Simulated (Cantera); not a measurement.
Charge: 1 mol C₂F₆, 0.16 mol HCl, 0.87 mol H₂, held at 3323.15 K and 0.0100 bar.

These are equilibrium values from Cantera (NASA tables, ideal gas, pure condensed phases), not measurements of a reactor. The feed counts by its element totals alone. The numbers say what is thermodynamically allowed, not how fast it happens.

| species | before | after |
|---|---|---|
| F | 0.565 | 0.730 |
| CF | 0.0504 | 0.0651 |
| HF | 0.203 | 0.0640 |
| H | 0.0566 | 0.0138 |
| Cl | 0.0218 | 0.0231 |
| C₃ | 0.0523 | 0.0521 |
| C₂ | 0.0134 | 0.0134 |
| C | 0.0343 | 0.0343 |
| H₂ | 0.000213 | 1.27e-5 |
| C₂H | 0.000381 | 9.28e-5 |
| CH | 1.39e-5 | 3.40e-6 |
| HCl | 0.000123 | 3.17e-5 |
| CF₂ | 0.00193 | 0.00322 |
| C₅ | 0.000415 | 0.000412 |
Gas species are given as mole fractions.

Task: Name the change that produced these shifts.
A) temperature from 3323.15 K to 1223 K
B) H₂ from 0.87 to 0.19 mol
C) pressure from 0.0100 bar to 2.50e-5 bar
D) temperature from 3323.15 K to 1948 K

Result: B, H₂ from 0.87 to 0.19 mol
